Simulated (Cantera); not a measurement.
**Ammonia decomposition in nitride growth gas**

An isothermal, constant-pressure homogeneous reactor starts with NH3 : H2 = 1 : 0.34 (molar parts), at 1575 K and 110000 Pa.

Cantera simulation using the gas-phase N/H chemistry of the illustrative SiF4/NH3 mechanism in the Surface Chemkin manual (1991); the numbers are that mechanism's predictions, not measurements. Walls and surfaces, which speed up NH3 decomposition in real reactors, are not modelled.

```csv
t (s),x NH3,x H2,x N2H4,x N2H2,x NH2,x H,x N
4.00e-6,0.746,0.254,<1e-12,<1e-12,1.62e-7,2.62e-8,<1e-12
1.61e-5,0.746,0.254,1.28e-11,8.01e-12,6.61e-7,9.88e-8,<1e-12
6.51e-5,0.746,0.254,2.79e-10,3.21e-10,2.67e-6,3.91e-7,<1e-12
0.000263,0.746,0.254,4.83e-9,7.58e-9,1.07e-5,1.56e-6,1.70e-11
0.00106,0.746,0.254,6.45e-8,1.18e-7,3.89e-5,5.66e-6,7.84e-10
0.00427,0.746,0.254,1.68e-7,3.29e-7,6.27e-5,9.14e-6,3.15e-9
0.0172,0.745,0.255,1.69e-7,3.30e-7,6.29e-5,9.20e-6,3.18e-9
0.0696,0.741,0.258,1.68e-7,3.26e-7,6.26e-5,9.31e-6,3.18e-9
0.281,0.725,0.269,1.62e-7,3.11e-7,6.15e-5,9.76e-6,3.17e-9
1.13,0.667,0.310,1.41e-7,2.60e-7,5.73e-5,1.14e-5,3.11e-9
4.57,0.505,0.426,8.77e-8,1.46e-7,4.53e-5,1.63e-5,2.79e-9
18.4,0.257,0.603,2.63e-8,3.82e-8,2.48e-5,2.48e-5,1.83e-9
74.4,0.0874,0.724,3.40e-9,4.56e-9,8.91e-6,3.16e-5,7.50e-10
300,0.0240,0.769,2.69e-10,3.51e-10,2.51e-6,3.43e-5,2.23e-10
```
x: mole fraction; the columns are a selection and need not sum to one.

Equilibrium at this temperature and pressure: NH3 1.75e-5, H2 0.786, N2H4 <1e-12, N2H2 <1e-12, NH2 1.84e-9, H 3.54e-5, N <1e-12 (gas phase only).
